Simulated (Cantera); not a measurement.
Charge: 1 mol SiH4, 0.99 mol HCl, 81 mol H2, equilibrated at 101000 Pa.

These are equilibrium values from Cantera (NASA tables, ideal gas, pure condensed phases), not measurements of a reactor. Candidate condensed phases: Si; 19 gas species. The tables' values for SiCl3 are old estimates; treat these amounts as uncertain. Gases not in the tables: Si2H6 and higher silanes. The numbers say what is thermodynamically allowed, not how fast it happens.

log p: log10 of the partial pressure in bar; n: condensed amount in mol.

| T (K) | log p H2 | log p HCl | log p SiHCl3 | log p SiCl2 | log p SiCl4 | n Si(s) | n Si(l) |
|---|---|---|---|---|---|---|---|
| 1148 | 0.00 | -2.09 | -3.19 | -3.84 | -3.59 | 0.891 | 0 |
| 1248 | 0.00 | -1.99 | -3.67 | -3.58 | -4.21 | 0.942 | 0 |
| 1348 | 0.00 | -1.96 | -4.24 | -3.48 | -4.96 | 0.960 | 0 |
| 1448 | 0.00 | -1.96 | (withheld) | -3.43 | (withheld) | 0.964 | 0 |
| 1548 | 0.00 | -1.96 | (withheld) | -3.39 | (withheld) | 0.964 | 0 |
| 1648 | 0.00 | -1.96 | -5.71 | -3.36 | -6.89 | 0.962 | 0 |
| 1748 | 0.00 | -1.95 | -6.14 | -3.39 | -7.44 | 0 | 0.963 |

Task: What belongs in the gaps?

Result: 
- 1448, log p SiHCl3: -4.79
- 1448, log p SiCl4: -5.68
- 1548, log p SiHCl3: -5.28
- 1548, log p SiCl4: -6.32
